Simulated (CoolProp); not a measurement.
Properties of R1234ze(Z) along the isobar 196 bar (Tc = 423.3 K, pc = 35.31 bar, ω = 0.327).

The numbers come from the reference Helmholtz-energy equation of state, Akasaka 2019 in CoolProp.

```
T (K)          phase  speed of sound (m/s)  expansivity (1/kK)
-----  -------------  --------------------  ------------------
354.6         liquid                 598.7               1.997
360.3         liquid                 583.7               2.041
366           liquid                 569.0               2.086
371.7         liquid                 554.5               2.132
377.4         liquid                 540.3               2.181
383.1         liquid                 526.4               2.231
388.8         liquid                 512.8               2.284
394.5         liquid                 499.4               2.338
400.2         liquid                 486.3               2.395
405.8         liquid                 473.7               2.452
411.5         liquid                 461.1               2.513
417.2         liquid                 448.8               2.576
422.9         liquid                 436.8               2.640
428.6  supercritical                 425.1               2.707
434.3  supercritical                 413.7               2.775
440    supercritical                 402.7               2.844
```
